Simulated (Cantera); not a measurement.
A freely propagating, adiabatic, planar premixed flame of 7.39 % CH4, 1.92 % C2H6, 1.33 % C3H8, 18.8 % O2, 70.6 % N2, equivalence ratio 1.5, unburnt at 623 K and 500000 Pa; mixture-averaged transport, grid criteria slope 0.08 and curve 0.16, no radiation.

Model: GRI-Mech 3.0 (53 species, 325 reactions), integrated in Cantera. GRI-Mech 3.0 was tuned for natural gas; its chemistry of propane as a main component is partial and can be far from experiment. Burning velocities carry a grid error of a few per cent, more on coarse grids.

x: mole fraction of selected species; z is measured from the peak of heat release.

| z (mm) | T (K) | u (m/s) | x CH4 | x C2H6 | x C3H8 | x O2 | x H2 | x H2O2 |
|---|---|---|---|---|---|---|---|---|
| -0.477 | 624 | 0.434 | 0.0735 | 0.0191 | 0.0132 | 0.187 | 0.00490 | … |
| -0.318 | 629 | 0.440 | 0.0727 | 0.0190 | 0.0132 | 0.185 | 0.0106 | … |
| -0.239 | 648 | 0.456 | 0.0714 | 0.0188 | 0.0131 | 0.182 | 0.0169 | … |
| -0.159 | 749 | 0.535 | 0.0663 | 0.0178 | 0.0126 | 0.171 | 0.0278 | … |
| -0.0795 | 1151 | 0.849 | 0.0487 | 0.0117 | 0.00819 | 0.126 | 0.0432 | … |
| -0.0398 | 1513 | 1.14 | 0.0323 | 0.00493 | 0.00234 | 0.0809 | 0.0513 | … |
| 0 | 1854 | 1.42 | 0.0150 | 0.000594 | 4.02e-5 | 0.0368 | 0.0568 | … |
| 0.0398 | 2039 | 1.58 | 0.00596 | 5.12e-5 | 9.34e-8 | 0.0133 | 0.0591 | … |
| 0.0795 | 2114 | 1.63 | 0.00304 | 9.97e-6 | <1e-8 | 0.00477 | 0.0610 | … |
| 0.159 | 2158 | 1.67 | 0.00163 | 1.54e-6 | <1e-8 | 0.000851 | 0.0643 | … |
| 0.318 | 2170 | 1.68 | 0.00105 | 3.03e-7 | <1e-8 | 7.09e-5 | 0.0679 | <1e-8 |
| 0.636 | 2170 | 1.68 | 0.000669 | 9.26e-8 | <1e-8 | 3.12e-6 | 0.0709 | <1e-8 |
| 1.27 | 2168 | 1.68 | 0.000324 | 2.03e-8 | <1e-8 | 7.46e-7 | 0.0733 | <1e-8 |

Fill in the missing entries.


- -0.477, x H2O2: 2.67e-7
- -0.318, x H2O2: 1.62e-6
- -0.239, x H2O2: 6.91e-6
- -0.159, x H2O2: 3.72e-5
- -0.0795, x H2O2: 0.000107
- -0.0398, x H2O2: 2.47e-5
- 0, x H2O2: 3.30e-6
- 0.0398, x H2O2: 1.01e-6
- 0.0795, x H2O2: 3.21e-7
- 0.159, x H2O2: 4.71e-8
